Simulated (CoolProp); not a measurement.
A Linde-Hampson liquefier for CF4 (R14): isothermal reversible compression at 280 K from 1 atm to 10 MPa, throttling to 1 atm, return gas leaving the recuperator 0 K below the feed. Each further row changes one setting.

Values from CoolProp's reference Helmholtz-energy equation of state, Platzer 1990. This equation is an older, rougher fit; its heat capacities, sound speeds and derivatives of the liquid may be far off and weren't checked against measurements.

```tsv
case	liquid yield per pass	compression work (kJ/kg of gas)
as stated	?	109
high pressure 20 MPa	0.331	?
warm-end temperature 310 K	?	?
warm-end gap 5 K	?	109
```

Problem. What belongs in the gaps?

Solution. 
- as stated, liquid yield per pass: 0.248
- high pressure 20 MPa, compression work (kJ/kg of gas): 121
- warm-end temperature 310 K, liquid yield per pass: 0.163
- warm-end temperature 310 K, compression work (kJ/kg of gas): 126
- warm-end gap 5 K, liquid yield per pass: 0.236
